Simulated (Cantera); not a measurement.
What does this Cantera script print?

```python
import numpy as np
import cantera as ct

gas_names = """
    AL ALH ALN AL2 H H2 N NH NH2 NH3 N2 N2H2 N2H4
""".split()
cond_names = """
    AL(cr) AL(L) ALN(s)
""".split()


def load(file, names, dense=False):
    # The tables refer to 1 bar. Condensed volumes are neglected.
    table = {s.name: s for s in ct.Species.list_from_file(file)}
    out = []
    for n in names:
        d = dict(table[n].input_data)
        d["thermo"] = dict(d["thermo"], **{"reference-pressure": 1e5})
        if dense:
            d["equation-of-state"] = {"model": "constant-volume", "density": "1e6 g/cm^3"}
        out.append(ct.Species.from_dict(d))
    return out


gas = ct.Solution(thermo="ideal-gas", species=load("nasa_gas.yaml", gas_names))
cond = {s.name: ct.Solution(thermo="fixed-stoichiometry", species=[s], name=s.name)
        for s in load("nasa_condensed.yaml", cond_names, dense=True)}
atoms = {
    'AlN': {'AL': 1, 'N': 1},
    'H2': {'H': 2},
}
top_T = {'ALN(s)': 2750}  # K; cautious upper limits of use, not melting points


def equilibrate(T, P, feed):
    n = {}
    for name, mol in feed.items():
        for a, k in atoms[name].items():
            n[a] = n.get(a, 0.0) + k * mol
    gas.TPX = T, P, n
    mass = sum(n.values()) * gas.mean_molecular_weight
    gas.equilibrate("TP")
    valid = [c for c in cond.values() if c.min_temp <= T <= top_T.get(c.name, c.max_temp)]
    mix = ct.Mixture([(gas, mass / gas.mean_molecular_weight)] + [(c, 0.0) for c in valid])
    mix.T, mix.P = T, P
    mix.equilibrate("TP", solver="vcs", rtol=1e-11, max_steps=5000)
    return mix


results = []
feed = {'AlN': 1, 'H2': 0.035}  # mol
P = 10000  # Pa
for T in [1850, 1875, 1900, 1925, 1950, 1975, 2000, 2025, 2050, 2075]:
    mix = equilibrate(T, P, feed)
    results.append((T, P, feed, dict(zip(mix.species_names, mix.species_moles))))
    x = sorted(zip(gas.X, gas.species_names), reverse=True)
    print(f"T = {T:g} K  P = {P:g} Pa  gas = {mix.phase_moles(0):.4g} mol")
    print("   x: " + "  ".join(f"{s} {v:.3e}" for v, s in x if v > 1e-05))
    print("   condensed (mol): " + ("  ".join(f"{mix.phase(i).name} {mix.phase_moles(i):.4g}"
          for i in range(1, mix.n_phases) if mix.phase_moles(i) > 1e-12) or "none"))
```

It prints:

```
T = 1850 K  P = 10000 Pa  gas = 0.0351 mol
   x: H2 9.963e-01  H 1.700e-03  AL 1.164e-03  N2 6.556e-04  ALH 1.467e-04
   condensed (mol): ALN(s) 1
T = 1875 K  P = 10000 Pa  gas = 0.03513 mol
   x: H2 9.951e-01  H 2.068e-03  AL 1.682e-03  N2 9.405e-04  ALH 1.988e-04
   condensed (mol): ALN(s) 0.9999
T = 1900 K  P = 10000 Pa  gas = 0.03518 mol
   x: H2 9.935e-01  H 2.501e-03  AL 2.406e-03  N2 1.337e-03  ALH 2.671e-04
   condensed (mol): ALN(s) 0.9999
T = 1925 K  P = 10000 Pa  gas = 0.03525 mol
   x: H2 9.913e-01  AL 3.408e-03  H 3.010e-03  N2 1.882e-03  ALH 3.559e-04
   condensed (mol): ALN(s) 0.9999
T = 1950 K  P = 10000 Pa  gas = 0.03533 mol
   x: H2 9.885e-01  AL 4.783e-03  H 3.604e-03  N2 2.628e-03  ALH 4.706e-04
   condensed (mol): ALN(s) 0.9998
T = 1975 K  P = 10000 Pa  gas = 0.03545 mol
   x: H2 9.848e-01  AL 6.655e-03  H 4.294e-03  N2 3.638e-03  ALH 6.173e-04
   condensed (mol): ALN(s) 0.9997
T = 2000 K  P = 10000 Pa  gas = 0.03561 mol
   x: H2 9.799e-01  AL 9.181e-03  H 5.091e-03  N2 4.995e-03  ALH 8.036e-04
   condensed (mol): ALN(s) 0.9996
T = 2025 K  P = 10000 Pa  gas = 0.03582 mol
   x: H2 9.736e-01  AL 1.256e-02  N2 6.805e-03  H 6.005e-03  ALH 1.038e-03
   condensed (mol): ALN(s) 0.9995
T = 2050 K  P = 10000 Pa  gas = 0.0361 mol
   x: H2 9.654e-01  AL 1.706e-02  N2 9.200e-03  H 7.049e-03  ALH 1.331e-03
   condensed (mol): ALN(s) 0.9993
T = 2075 K  P = 10000 Pa  gas = 0.03647 mol
   x: H2 9.547e-01  AL 2.298e-02  N2 1.235e-02  H 8.230e-03  ALH 1.694e-03  AL2 1.106e-05
   condensed (mol): ALN(s) 0.9991
```

These are equilibrium values from Cantera (NASA tables, ideal gas, pure condensed phases), not measurements of a reactor.
